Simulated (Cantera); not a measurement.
Feed: 1 mol B₂O₃, 0.62 mol H₂O, 14 mol N₂, equilibrated at 1748 K.

These are equilibrium values from Cantera (NASA tables, ideal gas, pure condensed phases), not measurements of a reactor. Candidate condensed phases: B, BN, B₂O₃, B₃O₃H₃, H₂O; 39 gas species. Rates play no part.

### Question
Which condensed phases are stable at each of these points (P (Pa)): 10, 28, 77, 220, 600, 1700, 4600, 13000, 36000, 100000?

### Answer
| P (Pa) | condensed phases | B condensed (%) |
|---|---|---|
| 10 | gas only | 0.0 |
| 28 | gas only | 0.0 |
| 77 | gas only | 0.0 |
| 220 | gas only | 0.0 |
| 600 | gas only | 0.0 |
| 1700 | gas only | 0.0 |
| 4600 | gas only | 0.0 |
| 13000 | B₂O₃(l) | 41.2 |
| 36000 | B₂O₃(l) | 64.3 |
| 100000 | B₂O₃(l) | 78.0 |

From 0.0750 Torr to 34.5 Torr nothing is condensed. From 97.5 Torr to 750 Torr the condensed part is B₂O₃(l).
